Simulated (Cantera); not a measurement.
Standard-state values (1 bar) from the NASA 1993 polynomials, evaluated with Cantera. Values are per mole of reaction as written; species without (g) are pure solids or liquids, kept so even where they would boil at 1 bar.

### Question
Between 350 and 600 K, where is each reaction favourable under standard conditions?
- 2 NH3(g) + 3 I2 → 6 HI(g) + 2 N(g)

### Answer
- 2 NH3(g) + 3 I2 → 6 HI(g) + 2 N(g): ΔG° is 911 kJ at 350 K and 741 kJ at 600 K; it stays positive (K < 1). ΔH° is 1124 kJ and ΔS° 639 J/K at 600 K.
